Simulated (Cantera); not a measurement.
A Cantera script and what it prints.

```python
import numpy as np
import cantera as ct

gas_names = [...]  # 109 gases of nasa_gas.yaml made of C, Cl, H, Si
cond_names = """
    C(gr) C6H6(L) C7H8(L) C8H18(L),n-octa Si(cr) Si(L) SiC(b)
""".split()


# ... load() reads the species with a 1 bar reference pressure and builds the phases ...
atoms = {
    'CH3SiCl3': {'C': 1, 'H': 3, 'Si': 1, 'CL': 3},
    'CH4': {'C': 1, 'H': 4},
    'H2': {'H': 2},
}
top_T = {'C(gr)': 4500, 'SiC(b)': 3050}  # K; cautious upper limits of use, not melting points


# ... equilibrate(T, P, feed) seeds the gas with the atoms and calls Mixture.equilibrate('TP', solver="vcs", rtol=1e-11, max_steps=5000) ...
results = []
feed = {'CH3SiCl3': 1, 'CH4': 2.5, 'H2': 660}  # mol
P = 133.322  # Pa
for T in [2023, 2073, 2123, 2173, 2223, 2273, 2323, 2373, 2423, 2473, 2523, 2573]:
    mix = equilibrate(T, P, feed)
    results.append((T, P, feed, dict(zip(mix.species_names, mix.species_moles))))

top = {s: max(r[3][s] / sum(r[3][g] for g in gas_names) for r in results) for s in gas_names}
cols = sorted((s for s in top if top[s] > 0.001), key=lambda s: -top[s])[:8]
seen = [c for c in cond_names if any(r[3].get(c, 0) > 1e-12 for r in results)]
print("log10 of partial pressures in bar; condensed amounts in mol")
print(f"{'T/K':>10s}" + "".join(f"{s[:9]:>10s}" for s in cols + seen))
for T, P, feed, n in results:
    ng = sum(n[g] for g in gas_names)
    print(f"{T:10.4g}" + "".join(f"{np.log10(max(n[s] / ng * P / 1e5, 1e-99)):10.3f}" for s in cols)
          + "".join(f"{n.get(c, 0):10.4g}" for c in seen))
```

It prints:

```
log10 of partial pressures in bar; condensed amounts in mol
       T/K        H2         H       HCL C2H2,acet        CL        Si     C(gr)
      2023    -2.901    -4.172    -5.252    -5.950    -6.653    -5.756     2.244
      2073    -2.909    -4.035    -5.263    -5.821    -6.520    -5.758     1.812
      2123    -2.921    -3.906    -5.276    -5.702    -6.395    -5.764     1.264
      2173    -2.936    -3.784    -5.294    -5.592    -6.279    -5.775    0.5838
      2223    -2.955    -3.671    -5.317    -5.522    -6.172    -5.786         0
      2273    -2.978    -3.565    -5.345    -5.534    -6.073    -5.793         0
      2323    -3.008    -3.467    -5.380    -5.550    -5.983    -5.803         0
      2373    -3.044    -3.377    -5.423    -5.571    -5.901    -5.815         0
      2423    -3.088    -3.295    -5.474    -5.599    -5.829    -5.831         0
      2473    -3.140    -3.222    -5.535    -5.636    -5.767    -5.848         0
      2523    -3.202    -3.157    -5.606    -5.687    -5.713    -5.867         0
      2573    -3.274    -3.101    -5.688    -5.757    -5.669    -5.887         0
```

Method: chemical equilibrium by Gibbs-energy minimisation in Cantera with the NASA 1993 tables (ideal gas, pure condensed phases). The feed counts by its element totals alone.
